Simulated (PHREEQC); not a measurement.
Model water analysis in mmol/kgw, 25 °C, pH 6.91: Na 69.5; K 10.7; Ca 10; Mg 5.41; Cl 86.6; S(6) 11.2; Alkalinity (meq/kgw) 3.38e-06.

Cl is adjusted to close the charge balance.
Valence states are taken as typed.

All values are PHREEQC results (Pitzer model, pitzer.dat), not measurements.

Each row changes one thing in this solution. No solid was allowed to form.

```
case                                           ionic strength (mol/kgw)  HCO3- (mol/kgw)  HSO4- (mol/kgw)  MgOH+ (mol/kgw)  CO2 (mol/kgw)  CO3-2 (mol/kgw)  SI of Gypsum (CaSO4:2H2O)  SI of Halite (NaCl)
---------------------------------------------  ------------------------  ---------------  ---------------  ---------------  -------------  ---------------  -------------------------  -------------------
as made                                                           0.138          5.90e-8          4.14e-8          2.62e-8        1.28e-8         6.73e-11                      -0.50                -4.03
pH from 6.91 to 5.91 at the same alkalinity                       0.138          1.98e-6          4.13e-7          2.62e-9        4.29e-6         2.26e-10                      -0.50                -4.03
Alkalinity from 3.38e-06 to 1.69e-06 mmol/kgw                     0.138          5.73e-8          4.14e-8          2.62e-8        1.24e-8         6.54e-11                      -0.50                -4.03
pH from 6.91 to 6.61 at the same alkalinity                       0.138          3.29e-7          8.25e-8          1.31e-8        1.42e-7         1.88e-10                      -0.50                -4.03
```
